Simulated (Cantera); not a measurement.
A perfectly stirred reactor is fed with CO : H₂ : O₂ : N₂ = 1 : 0.048 : 0.403 : 1.52 (molar parts), at 750 Torr; it is adiabatic with a 600 K inlet, and is followed from long to short residence time, starting on the burning branch (τ in s: 0.037, 0.017, 0.0081, 0.0038, 0.0018, 0.00083, 0.00039, 0.00018, 8.4e-05, 3.9e-05, 1.8e-05).

Cantera simulation using GRI-Mech 3.0 (53 species, 325 reactions); the numbers are that mechanism's predictions, not measurements.

**Question.** Predict: blow-out, bracketed by the residence times tried; x(CO) at τ = 37.0 ms; x(H₂) at τ = 37.0 ms; x(O₂) at τ = 37.0 ms; x(N₂O) at τ = 37.0 ms; x(O) at τ = 37.0 ms; x(CO) at τ = 0.830 ms; x(H₂) at τ = 0.830 ms; x(O₂) at τ = 0.830 ms; x(N₂O) at τ = 0.830 ms; x(O) at τ = 0.830 ms.

**Answer.** 
| Property | Result |
|---|---|
| blow-out, bracketed by the residence times tried | burning at 0.180 ms, out at 84.0 µs |
| x(CO) at τ = 37.0 ms | 0.124 |
| x(H₂) at τ = 37.0 ms | 0.00116 |
| x(O₂) at τ = 37.0 ms | 0.0127 |
| x(N₂O) at τ = 37.0 ms | 2.14e-7 |
| x(O) at τ = 37.0 ms | 0.00238 |
| x(CO) at τ = 0.830 ms | 0.175 |
| x(H₂) at τ = 0.830 ms | 0.00179 |
| x(O₂) at τ = 0.830 ms | 0.0371 |
| x(N₂O) at τ = 0.830 ms | 2.16e-7 |
| x(O) at τ = 0.830 ms | 0.0160 |
